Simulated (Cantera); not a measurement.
An isothermal, constant-pressure homogeneous reactor starts with 18.5 % NH3, 81.5 % N2, at 1600 K and 100.0 Torr.

Model: the gas-phase N/H chemistry of the illustrative SiF4/NH3 mechanism in the Surface Chemkin manual (1991), integrated in Cantera. Walls and surfaces, which speed up NH3 decomposition in real reactors, are not modelled.

x: mole fraction; the columns are a selection and need not sum to one.

```tsv
t (s)	x NH3	x N	x H	x NH2	x NH	x N2
0.000600	0.185	<1e-12	5.01e-9	1.31e-6	9.50e-11	0.815
0.00173	0.185	<1e-12	5.08e-9	3.78e-6	1.24e-9	0.815
0.00500	0.185	5.79e-12	(withheld)	1.09e-5	1.22e-8	0.815
0.0144	0.185	3.87e-11	(withheld)	3.09e-5	7.28e-8	0.815
0.0416	0.185	2.96e-10	(withheld)	6.72e-5	2.25e-7	0.815
0.120	0.184	1.19e-9	(withheld)	7.40e-5	2.90e-7	0.815
0.346	0.182	3.95e-9	(withheld)	7.09e-5	3.51e-7	0.814
1.000	0.176	1.13e-8	(withheld)	6.53e-5	4.38e-7	0.812
2.88	0.161	2.20e-8	(withheld)	5.72e-5	4.91e-7	0.808
8.32	0.127	2.83e-8	(withheld)	4.56e-5	4.61e-7	0.799
24.0	0.0747	2.66e-8	(withheld)	2.94e-5	3.47e-7	0.785
69.3	0.0269	1.90e-8	(withheld)	1.30e-5	1.92e-7	0.773
200	0.00597	9.13e-9	(withheld)	3.69e-6	7.10e-8	0.767
```

Problem. Some entries are withheld; supply them.

Solution. 
- 0.00500, x H: 5.78e-9
- 0.0144, x H: 1.25e-8
- 0.0416, x H: 6.47e-8
- 0.120, x H: 2.29e-7
- 0.346, x H: 6.61e-7
- 1.000, x H: 1.79e-6
- 2.88, x H: 4.62e-6
- 8.32, x H: 1.10e-5
- 24.0, x H: 2.31e-5
- 69.3, x H: 4.05e-5
- 200, x H: 5.89e-5
